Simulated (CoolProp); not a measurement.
Vapour-liquid equilibrium of CHF3 (R23) (1) + R227EA (2) at 224.5 K; x and y are mole fractions of (1).

Values from CoolProp's multi-fluid Helmholtz-energy mixture model, Penoncello 2003 and Lemmon 2016; pair parameters Bell 2016.

**Question.** Give the bubble pressure and the first vapour's composition at x = 0.05, 0.65, 0.75. Is there an azeotrope?

**Answer.** x = 0.05: 45.26 kPa, y = 0.581; x = 0.65: 347.4 kPa, y = 0.973; x = 0.75: 389.3 kPa, y = 0.981. No azeotrope shows between x = 0.05 and 0.95.

Pair parameters are fitted to limited data, so mixtures are less certain than the pure fluids.
